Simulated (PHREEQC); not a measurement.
Solution A (0.0099 mol Pb(NO3)2, 3.4e-05 mol NaNO3 and 0.13 mol Zn(NO3)2 per kg of water) is mixed with solution B (0.0094 mol HCl and 0.019 mol ZnSO4 per kg of water) at 90 °C; shares are by mass of water, 1 kg in all. Oxygen alone is held at its pressure in air (log pO2 = -0.68). CO2 from the air is kept out. Solids allowed: Zn(OH)2-e, Zn4(OH)6SO4, Zn5(OH)8Cl2, Litharge, Anglesite, Cotunnite, Laurionite, Larnakite, Halite, Mirabilite, Goslarite. Others were left out.

Equilibrium calculation in PHREEQC: ion-association model, wateq4f.dat.

### Question
Predict pH at share of solution B = 0.1, 1.

### Answer
```
share of solution B    pH
-------------------  ----
0.1                  3.16
1                    2.53
```

At this temperature some constants are extrapolated from 25 °C, and those without enthalpy data are left unchanged.
